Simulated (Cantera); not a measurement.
A freely propagating, adiabatic, planar premixed flame of H2 : O2 : N2 = 1 : 0.263 : 0.989 (molar parts), equivalence ratio 1.9, unburnt at 325 K and 760 Torr; mixture-averaged transport, grid criteria slope 0.08 and curve 0.16, no radiation.

Computed with Cantera and the H2/O2 subset of GRI-Mech 3.0, which has no nitrogen chemistry. Burning velocities carry a grid error of a few per cent, more on coarse grids.

```csv
quantity,before,after
laminar burning velocity,345 cm/s,515 cm/s
thermal thickness,0.331 mm,0.381 mm
peak x(O),0.00330,0.00383
peak x(OH),0.00388,0.00469
peak x(H2O2),0.000101,4.82e-5
```

Problem. Which change was made?
A. N2 0.989 to 1.3 parts
B. N2 0.989 to 0.77 parts
C. inlet temperature 325 to 350 K
D. inlet temperature 325 to 423 K

Solution. D, inlet temperature 325 to 423 K
